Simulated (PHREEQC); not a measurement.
Make-up at 36 °C: 0.066 mol HF, 0.027 mol NaF, 0.0014 mol H2SiF6 and 0.038 mol HCl per kg of water. It is in equilibrium with CO2 at log p = -2 (atm). Otherwise closed; pH follows from the charge balance.

The numbers come from PHREEQC with the ion-association model, phreeqc.dat.

| quantity | before | after |
|---|---|---|
| pH | 1.79 | 1.84 |
| ionic strength (mol/kgw) | 0.0472 | 0.0454 |
| HF (mol/kgw) | 0.0867 | 0.0562 |
| F- (mol/kgw) | 0.00366 | 0.00260 |
| HF2- (mol/kgw) | 0.00131 | 0.000602 |
| NaF (mol/kgw) | 3.76e-5 | 2.70e-5 |
| SI of Halite (NaCl) | -4.74 | -4.74 |
| SI of Quartz (SiO2) | -6.78 | -5.73 |

Problem. Name the change that produced these shifts.
A. HF replaced by NaBF4 at the same molality
B. HF from 0.066 to 0.0066 mol/kgw
C. HF from 0.066 to 0.033 mol/kgw
D. HCl from 0.038 to 0.0038 mol/kgw
E. temperature from 36 to 25 °C

Solution. C, HF from 0.066 to 0.033 mol/kgw

Precipitation was switched off in this run. Away from 25 °C the constants follow the database's enthalpies or fits; those with neither stay at their 25 °C values. SiF6-2 is the database's only silicon fluoride.
